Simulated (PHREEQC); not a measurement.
Dissolve 0.085 mol HF, 7.2e-05 mol NH4F and 0.00014 mol HCl per kg of water at 20 °C. Closed to the air; pH follows from the charge balance.

Equilibrium calculation in PHREEQC: ion-association model, phreeqc.dat.

Precipitation was switched off in this run.

Order these F species by the share of F that they hold, largest first: HF, HF2-, F-.

HF (87 %), F- (8.4 %), HF2- (4.6 %)

The pH is 2.08 and the ionic strength 0.00922 mol/kgw. Species that the database lacks are ignored.
